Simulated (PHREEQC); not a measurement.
Brine (model solution)

Make-up at 25 °C: 3.7 mol/kgw H2SO4, 0.1 mol/kgw MnCl2 and 0.12 mol/kgw NaCl. Closed to the air; pH follows from the charge balance.

The numbers come from PHREEQC with the Pitzer model, pitzer.dat.

Each row changes one thing in this solution. Precipitation was switched off in this run.

| case | pH | ionic strength (mol/kgw) | HSO4- (mol/kgw) | SO4-2 (mol/kgw) | SI of Halite (NaCl) | SI of Thenardite (Na2SO4) |
|---|---|---|---|---|---|---|
| as made | -1.50 | 5.42 | 3.05 | 0.649 | -2.80 | -3.84 |
| NaCl from 0.12 to 0.012 mol/kgw | -1.48 | 5.36 | 3.03 | 0.672 | -3.98 | -5.83 |
| diluted 10-fold with water | 0.44 | 0.580 | (withheld) | 0.0838 | -5.31 | -6.01 |
| MnCl2 from 0.1 to 0.11 mol/kgw | -1.50 | 5.43 | 3.06 | (withheld) | -2.77 | -3.85 |

### Question
Complete the blanks.

### Answer

- diluted 10-fold with water, HSO4- (mol/kgw): 0.286
- MnCl2 from 0.1 to 0.11 mol/kgw, SO4-2 (mol/kgw): 0.641

In brines, pH and single-ion activities rest on the MacInnes convention.
